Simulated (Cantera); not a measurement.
A closed system holds: 1 mol SiHCl3, 0.46 mol HCl, 4 mol H2, 1.3 mol C2H2, held at 1050 K and 1.65 Torr.

Method: chemical equilibrium by Gibbs-energy minimisation in Cantera with the NASA 1993 tables (ideal gas, pure condensed phases). Candidate condensed phases: C, C6H6, C7H8, C8H18, Si, SiC; 109 gas species. The tables' values for SiCl3 are old estimates; treat these amounts as uncertain. Rates play no part.

Base state: H2 0.641, HCl 0.325, SiCl4 0.0330, SiHCl3 0.000675, SiCl3 0.000576, SiCl2 0.000183, CH4 5.17e-5 (mole fractions); condensed: C(graphite) + SiC(s).

**Question.** What changes in the equilibrium state with this change: temperature from 1050 K to 1800 K?

**Answer.** 
```
species             before     after
----------------  --------  --------
H2                   0.641     0.571
HCl                  0.325     0.399
SiCl2             0.000183    0.0207
SiCl4               0.0330   5.21e-6
SiCl                 <1e-9   7.44e-5
Cl                 6.41e-8   0.00308
H                  1.38e-7   0.00577
C2H2 (acetylene)   2.65e-9  0.000100
C(graphite), mol      1.86      1.76
SiC(s), mol          0.742     0.836
```
The tables' values for SiCl3, SiCl are old estimates; treat these amounts as uncertain.
